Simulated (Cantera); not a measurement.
Feed: 1 mol Si, 0.029 mol H2O, 5 mol H2, equilibrated at 1627 °C and 28.0 Pa.

Cantera equilibrium calculation (NASA polynomials, part measured and part estimated; ideal gas, pure solids and liquids). Candidate condensed phases: H2O, Si, SiO2; 18 gas species. Gases not in the tables: Si2H6 and higher silanes. Rates play no part.

Base state: H2 0.903, H 0.0451, Si 0.0450, SiO 0.00534, SiH 0.000622, Si2 0.000362, Si3 8.16e-5, SiH2 5.27e-5 (mole fractions); condensed: Si(l).

**Question.** What changes in the equilibrium state with this change: pressure from 28.0 Pa to 0.170 bar?

**Answer.** 
```csv
species,before,after
H2,0.903,0.992
SiO,0.00534,0.00573
H,0.0451,0.00192
Si,0.0450,7.42e-5
Si3,8.16e-5,1.34e-7
Si2,0.000362,5.96e-7
SiH,0.000622,2.64e-5
"Si(l), mol",0.718,0.970
```
